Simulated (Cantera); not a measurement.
Input: 1 mol BN, 28 mol Cl2, a varied amount of H2, equilibrated at 1473 K and 10000 Pa.

These are equilibrium values from Cantera (NASA tables, ideal gas, pure condensed phases), not measurements of a reactor. Candidate condensed phases: B, BN, NH4Cl; 21 gas species. Gases not in the tables: BHCl2. Equilibrium is a limit: real reactors are often held back by kinetics, nucleation or transport.

### Question
Which condensed phases are stable at each of these points (n(H2) (mol)): 7, 16, 24, 33, 41, 50, 58, 67, 76, 84?

### Answer
| n(H2) (mol) | condensed phases | B condensed (%) |
|---|---|---|
| 7 | gas only | 0.0 |
| 16 | gas only | 0.0 |
| 24 | gas only | 0.0 |
| 33 | gas only | 0.0 |
| 41 | BN(s) | 11.3 |
| 50 | BN(s) | 42.4 |
| 58 | BN(s) | 56.3 |
| 67 | BN(s) | 65.8 |
| 76 | BN(s) | 71.9 |
| 84 | BN(s) | 75.7 |

From 7 mol H2 to 33 mol H2 nothing is condensed. From 41 mol H2 to 84 mol H2 the condensed part is BN(s).
